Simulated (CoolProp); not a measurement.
Values from CoolProp's reference Helmholtz-energy equation of state, Lemmon 2006. It is a short technical equation, of lower accuracy than the large ones.

Problem. For carbonyl sulfide, give the phase and the cp (kJ/(kg K)), speed of sound (m/s) at 4.95 °C and 0.101 MPa; 271.05 °C and 0.101 MPa.

Solution. 
- 4.95 °C and 0.101 MPa: gas; cp 0.686, speed of sound 218
- 271.05 °C and 0.101 MPa: gas; cp 0.834, speed of sound 300
